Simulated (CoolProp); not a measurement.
Saturated liquid density (kg/m³) of sulfur hexafluoride: the reference equation beside estimates from Tc = 318.7 K, pc = 3.755 MPa, ω = 0.210. Rackett uses Z = 0.29056 − 0.08775 ω.

The numbers come from the reference Helmholtz-energy equation of state, Guder 2009 in CoolProp.

| T (K) | reference | Rackett | van der Waals | Redlich-Kwong | Soave-Redlich-Kwong | Peng-Robinson |
|---|---|---|---|---|---|---|
| 254.7 | 1678 | 1731 | 1068 | 1509 | 1569 | 1781 |
| 258.4 | 1655 | 1708 | 1053 | 1482 | ___ | 1750 |
| 262.1 | 1632 | 1683 | 1037 | 1454 | 1514 | 1718 |
| 265.8 | ___ | 1658 | ___ | 1425 | 1484 | ___ |
| 269.5 | 1584 | 1631 | 1004 | 1394 | 1453 | 1649 |
| 273.3 | 1557 | 1603 | 986.0 | 1362 | 1420 | 1611 |
| 277 | 1530 | 1575 | 967.7 | 1329 | 1386 | 1572 |
| 280.7 | 1502 | ___ | 948.6 | 1295 | 1350 | 1531 |
| 284.4 | 1472 | 1514 | 928.5 | 1259 | 1313 | ___ |
| 288.1 | 1440 | 1481 | 907.3 | 1221 | 1273 | 1441 |
| 291.8 | 1406 | 1446 | 884.8 | 1181 | 1231 | 1392 |

Problem. Fill in the missing entries.

Solution. 
- 258.4, Soave-Redlich-Kwong: 1542
- 265.8, reference: 1608
- 265.8, van der Waals: 1021
- 265.8, Peng-Robinson: 1684
- 280.7, Rackett: 1545
- 284.4, Peng-Robinson: 1487

Absolute difference from the reference over all 11 rows, mean and median: Rackett 3.0 and 3.0 %, van der Waals 36.7 and 36.7 %, Redlich-Kwong 12.7 and 12.5 %, Soave-Redlich-Kwong 9.1 and 8.8 %, Peng-Robinson 3.3 and 3.5 %.
